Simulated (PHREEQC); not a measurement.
Brine: speciation

Solution (29 °C): 1.5 mol/kgw NaBr, 0.0071 mol/kgw K2SO4 and 3 mol/kgw LiCl. Closed to the air; pH follows from the charge balance.

Equilibrium calculation in PHREEQC: Pitzer model, pitzer.dat.

No solid was allowed to form.

Question: What activity of water does the model give?

Answer: activity of water 0.791.

Complexes and solids missing from the database can't appear.
